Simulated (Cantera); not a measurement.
Input (Python, Cantera) and output of one run.

```python
import numpy as np
import cantera as ct

gas_names = [...]  # 113 gases of nasa_gas.yaml made of C, H, O, Ta
cond_names = """
    C(gr) C6H6(L) C7H8(L) C8H18(L),n-octa H2O(s) H2O(L) Ta(cr) Ta(L) TaC(s) TaC(L) Ta2O5(s) Ta2O5(L)
""".split()


# ... load() reads the species with a 1 bar reference pressure and builds the phases ...
atoms = {
    'Ta2O5': {'Ta': 2, 'O': 5},
    'CH4': {'C': 1, 'H': 4},
    'H2': {'H': 2},
}
top_T = {'C(gr)': 4500}  # K; cautious upper limits of use, not melting points


# ... equilibrate(T, P, feed) seeds the gas with the atoms and calls Mixture.equilibrate('TP', solver="vcs", rtol=1e-11, max_steps=5000) ...
results = []
feed = {'Ta2O5': 1, 'CH4': 3.3, 'H2': 0.35}  # mol
P = 46  # Pa
for T in [923, 1073, 1223, 1373, 1523, 1673, 1823, 1973, 2123, 2273, 2423]:
    mix = equilibrate(T, P, feed)
    results.append((T, P, feed, dict(zip(mix.species_names, mix.species_moles))))
    x = sorted(zip(gas.X, gas.species_names), reverse=True)
    print(f"T = {T:g} K  P = {P:g} Pa  gas = {mix.phase_moles(0):.4g} mol")
    print("   x: " + "  ".join(f"{s} {v:.3e}" for v, s in x if v > 0.0001))
    print("   condensed (mol): " + ("  ".join(f"{mix.phase(i).name} {mix.phase_moles(i):.4g}"
          for i in range(1, mix.n_phases) if mix.phase_moles(i) > 1e-12) or "none"))
```

Output:

```
T = 923 K  P = 46 Pa  gas = 7.615 mol
   x: H2 9.125e-01  CO 8.738e-02
   condensed (mol): C(gr) 2.367  TaC(s) 0.2664  Ta2O5(s) 0.8668
T = 1073 K  P = 46 Pa  gas = 9.307 mol
   x: H2 7.467e-01  CO 2.532e-01  H2O 1.142e-04
   condensed (mol): TaC(s) 0.9433  Ta2O5(s) 0.5284
T = 1223 K  P = 46 Pa  gas = 9.307 mol
   x: H2 7.466e-01  CO 2.532e-01  H2O 1.759e-04
   condensed (mol): TaC(s) 0.9434  Ta2O5(s) 0.5283
T = 1373 K  P = 46 Pa  gas = 9.307 mol
   x: H2 7.464e-01  CO 2.531e-01  H2O 2.431e-04  H 1.341e-04
   condensed (mol): TaC(s) 0.9436  Ta2O5(s) 0.5282
T = 1523 K  P = 46 Pa  gas = 9.311 mol
   x: H2 7.457e-01  CO 2.530e-01  H 9.305e-04  H2O 3.118e-04
   condensed (mol): TaC(s) 0.9438  Ta2O5(s) 0.5281
T = 1673 K  P = 46 Pa  gas = 9.327 mol
   x: H2 7.425e-01  CO 2.526e-01  H 4.575e-03  H2O 3.784e-04
   condensed (mol): TaC(s) 0.944  Ta2O5(s) 0.528
T = 1823 K  P = 46 Pa  gas = 10.34 mol
   x: H2 6.637e-01  CO 3.192e-01  H 1.646e-02  H2O 5.174e-04
   condensed (mol): Ta(cr) 1.322  Ta2O5(s) 0.3384
T = 1973 K  P = 46 Pa  gas = 10.53 mol
   x: H2 6.338e-01  CO 3.132e-01  H 5.009e-02  TaO2 1.420e-03  H2O 1.030e-03  TaO 2.724e-04  CO2 1.135e-04
   condensed (mol): Ta(cr) 1.32  Ta2O5(s) 0.331
T = 2123 K  P = 46 Pa  gas = 11.16 mol
   x: H2 5.588e-01  CO 2.956e-01  H 1.250e-01  TaO2 1.563e-02  TaO 3.100e-03  H2O 1.622e-03  CO2 1.709e-04
   condensed (mol): Ta(cr) 1.273  Ta2O5(L) 0.2592
T = 2273 K  P = 46 Pa  gas = 12.82 mol
   x: H2 4.147e-01  CO 2.573e-01  H 2.522e-01  TaO2 5.687e-02  TaO 1.722e-02  H2O 1.345e-03  CO2 1.512e-04  OH 1.270e-04
   condensed (mol): Ta(cr) 1.05
T = 2423 K  P = 46 Pa  gas = 14.45 mol
   x: H 4.271e-01  H2 2.669e-01  CO 2.283e-01  TaO2 4.003e-02  TaO 3.680e-02  H2O 4.560e-04  O 1.472e-04  OH 1.380e-04
   condensed (mol): Ta(cr) 0.89
```

Equilibrium computed with Cantera from the NASA thermochemical tables; the gas is ideal and each condensed phase is pure. Mutual solubility and eutectic melting of coexisting phases are not modelled. TaC: taken at fixed stoichiometry. Condensed phases not in the tables: Ta2C, N, O or C dissolved in the metal.
